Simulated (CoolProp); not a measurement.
Vapour-liquid equilibrium of isobutene (1) + n-octane (2) at 52.35 °C; x and y are mole fractions of (1).

The numbers come from the multi-fluid Helmholtz-energy mixture model, Lemmon 2005 and Beckmüller 2019; pair parameters Bell 2016 in CoolProp.

```csv
x,"bubble pressure, mixture model (bar)","bubble pressure, Raoult's law (bar)","y, mixture model","y, Raoult's law"
0.05,0.3748,0.3949,?,0.820
0.2,1.244,1.355,0.947,0.956
0.35,2.122,2.316,?,0.979
0.5,?,3.276,0.984,0.989
0.65,?,4.236,0.991,0.994
0.8,5.032,5.197,0.996,0.997
0.95,6.102,6.157,0.999,0.999
```

**Question.** What belongs in the gaps?

**Answer.** 
- 0.05, y, mixture model: 0.806
- 0.35, y, mixture model: 0.973
- 0.5, bubble pressure, mixture model (bar): 3.042
- 0.65, bubble pressure, mixture model (bar): 4.013

The largest gap from Raoult's law is -8.4 % in bubble pressure, at x = 0.35. No azeotrope shows between x = 0.05 and 0.95.

Pair parameters are fitted to limited data, so mixtures are less certain than the pure fluids.
